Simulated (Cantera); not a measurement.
A closed system holds: 1 mol trisilylamine, 0.69 mol N2, 66 mol H2, at 0.490 bar.

Method: chemical equilibrium by Gibbs-energy minimisation in Cantera with the NASA 1993 tables (ideal gas, pure condensed phases). Candidate condensed phases: Si, Si3N4; 18 gas species. The feed counts by its element totals alone. Gases not in the tables: Si2H6 and higher silanes. Rates play no part. All values below are at 2075 K.

Base state: H2 0.979, N2 0.0166, H 0.00377, Si 0.000208, SiH2 0.000157, SiH 8.25e-5 (mole fractions); condensed: Si(l).

**Question.** What changes in the equilibrium state with this change: trisilylamine replaced by SiHCl3?

**Answer.** 
```
species     before     after
----------  ------  --------
H2           0.979     0.945
HCl              0    0.0369
N2          0.0166    0.0100
SiCl2            0   0.00318
SiCl             0  0.000116
Cl               0  0.000107
Si(l), mol    2.97     0.740
```
The tables' values for SiCl, SiCl3 are old estimates; treat these amounts as uncertain. Further candidate phases: NH4Cl.
